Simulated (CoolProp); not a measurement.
Properties of R152A at several states.

The numbers come from the reference Helmholtz-energy equation of state, Outcalt 1996 in CoolProp. It is a modified Benedict-Webb-Rubin equation, recast in Helmholtz form.

```json
[
 {"T (K)": "224.8", "p (MPa)": "0.27", "phase": "liquid", "Z": "0.008994", "cv (kJ/(kg K))": "(withheld)", "Joule-Thomson coefficient (K/MPa)": "(withheld)", "viscosity (µPa s)": "414", "fugacity coefficient": "(withheld)"},
 {"T (K)": "218.4", "p (MPa)": "0.1", "phase": "liquid", "Z": "0.003390", "cv (kJ/(kg K))": "(withheld)", "Joule-Thomson coefficient (K/MPa)": "-0.3604", "viscosity (µPa s)": "(withheld)", "fugacity coefficient": "(withheld)"},
 {"T (K)": "387.1", "p (MPa)": "0.0175", "phase": "gas", "Z": "0.9986", "cv (kJ/(kg K))": "1.101", "Joule-Thomson coefficient (K/MPa)": "11.61", "viscosity (µPa s)": "14.4", "fugacity coefficient": "0.9986"},
 {"T (K)": "438.3", "p (MPa)": "4.3", "phase": "gas", "Z": "0.7504", "cv (kJ/(kg K))": "1.309", "Joule-Thomson coefficient (K/MPa)": "8.531", "viscosity (µPa s)": "(withheld)", "fugacity coefficient": "0.7891"},
 {"T (K)": "381.3", "p (MPa)": "0.466", "phase": "gas", "Z": "0.9587", "cv (kJ/(kg K))": "1.106", "Joule-Thomson coefficient (K/MPa)": "12.41", "viscosity (µPa s)": "14.2", "fugacity coefficient": "(withheld)"}
]
```

### Question
Fill in the missing entries.

### Answer

- 224.8, cv (kJ/(kg K)): 1.044
- 224.8, Joule-Thomson coefficient (K/MPa): -0.3496
- 224.8, fugacity coefficient: 0.1104
- 218.4, cv (kJ/(kg K)): 1.039
- 218.4, viscosity (µPa s): 457
- 218.4, fugacity coefficient: 0.2052
- 438.3, viscosity (µPa s): 17.7
- 381.3, fugacity coefficient: 0.9600

Viscosity comes from a separate model (Bell 2016), an estimate that may be off by 10 % or more.
